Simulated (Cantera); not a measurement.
Feed: 1 mol Pb, 1.1 mol CO₂, 200 mol N₂, held at 1900 K and 0.100 bar.

Method: chemical equilibrium by Gibbs-energy minimisation in Cantera with the NASA 1993 tables (ideal gas, pure condensed phases). Candidate condensed phases: C, Pb, PbO, PbO₂, Pb₃O₄; 27 gas species. Kinetics and transport are ignored.

Base state: N₂ 0.989, CO₂ 0.00468, Pb 0.00458, CO 0.000757, PbO 0.000367, NO 0.000150, O₂ 0.000115, O 1.01e-5 (mole fractions); condensed: gas only.

Q: What changes in the equilibrium state with this change: temperature from 1900 K to 1050 K?

A: 
```json
[
 {"species": "N₂", "before": "0.989", "after": "0.994"},
 {"species": "CO₂", "before": "0.00468", "after": "0.00546"},
 {"species": "Pb", "before": "0.00458", "after": "0.000465"},
 {"species": "NO", "before": "0.000150", "after": "<1e-9"},
 {"species": "O₂", "before": "0.000115", "after": "<1e-9"},
 {"species": "O", "before": "1.01e-5", "after": "<1e-9"},
 {"species": "CO", "before": "0.000757", "after": "3.47e-6"},
 {"species": "PbO", "before": "0.000367", "after": "3.47e-6"},
 {"species": "Pb(l), mol", "before": "0", "after": "0.906"}
]
```
